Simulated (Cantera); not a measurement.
An isothermal, constant-pressure homogeneous reactor starts with 71.9 % NO, 28.1 % N₂, at 2000 K and 1.20 bar.

Computed with Cantera and GRI-Mech 3.0 (53 species, 325 reactions).

**Question.** Predict: x(NO) at 3.00 s; x(N₂) at 3.00 s; x(NO₂) at 3.00 s; x(O) at 3.00 s; x(N₂O) at 3.00 s.

**Answer.** 
```json
{
 "x(NO) at 3.00 s": "0.0268 (gas-phase equilibrium 0.00898)",
 "x(N₂) at 3.00 s": "0.627 (gas-phase equilibrium 0.636)",
 "x(NO₂) at 3.00 s": "6.48e-5 (gas-phase equilibrium 2.20e-5)",
 "x(O) at 3.00 s": "0.000362 (gas-phase equilibrium 0.000366)",
 "x(N₂O) at 3.00 s": "7.54e-7 (gas-phase equilibrium 4.97e-7)"
}
```
